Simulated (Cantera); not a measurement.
Equilibrium for silicon epitaxy and polysilicon growth: SiH4 + HCl + N2

A closed system holds: 1 mol SiH4, 0.13 mol HCl, 18 mol N2, held at 1252 °C and 0.00680 bar.

Equilibrium computed with Cantera from the NASA thermochemical tables; the gas is ideal and each condensed phase is pure. Candidate condensed phases: NH4Cl, Si, Si3N4; 28 gas species. The numbers say what is thermodynamically allowed, not how fast it happens.

| Property | Value |
|---|---|
| x(N2) | 0.891 |
| x(H2) | 0.103 |
| x(HCl) | 0.00653 |
| x(H) | 9.20e-5 |
| x(SiCl2) | 7.38e-5 |
| x(Cl) | 4.68e-6 |
| n(Si3N4(s)) | 0.333 mol |
| gas amount | 19.47 mol |
| log10 activity of Si(s) (absent) | -1.26 |
